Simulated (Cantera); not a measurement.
Standard-state values (1 bar) from the NASA 1993 polynomials, evaluated with Cantera. Values are per mole of reaction as written; species without (g) are pure solids or liquids, kept so even where they would boil at 1 bar. VN: taken at fixed stoichiometry.

Question: Between 1200 and 1425 K, where is each reaction favourable under standard conditions?
- O3(g) + 6 VN ⇌ 6 V + 3 N2O(g)

Answer: 
- O3(g) + 6 VN ⇌ 6 V + 3 N2O(g): ΔG° is 977 kJ at 1200 K and 902 kJ at 1425 K; it stays positive (K < 1). ΔH° is 1375 kJ and ΔS° 332 J/K at 1425 K.
